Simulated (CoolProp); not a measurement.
Neopentane along the isotherm 276.85 °C: Z from the reference equation and from simpler models built on Tc = 160.6 °C, pc = 3.196 MPa, ω = 0.196; each cubic takes its own stable root.

Computed with CoolProp (reference Helmholtz-energy equation of state, Lemmon 2006). It is a short technical equation, of lower accuracy than the large ones.

| p (MPa) | phase | reference | van der Waals | Redlich-Kwong | Peng-Robinson |
|---|---|---|---|---|---|
| 0.101 | gas | 0.9951 | 0.9948 | 0.9947 | 0.9944 |
| 0.192 | gas | 0.9908 | 0.9901 | 0.9899 | 0.9894 |
| 0.363 | gas | 0.9825 | 0.9812 | 0.9809 | 0.9799 |
| 0.689 | gas | 0.9666 | 0.9639 | 0.9635 | … |
| 1.31 | gas | 0.9359 | 0.9298 | 0.9300 | 0.9278 |
| 2.47 | gas | 0.8775 | … | 0.8664 | 0.8655 |
| 4.69 | supercritical | 0.7671 | … | 0.7459 | 0.7571 |
| 8.89 | supercritical | 0.6399 | 0.6170 | 0.6312 | 0.6552 |
| 16.9 | supercritical | 0.7700 | 0.8789 | 0.7748 | 0.7554 |
| 32 | supercritical | … | 1.422 | … | 1.087 |

### Question
Fill in the missing entries.

### Answer

- 0.689, Peng-Robinson: 0.9619
- 2.47, van der Waals: 0.8617
- 4.69, van der Waals: 0.7152
- 32, reference: 1.176
- 32, Redlich-Kwong: 1.159
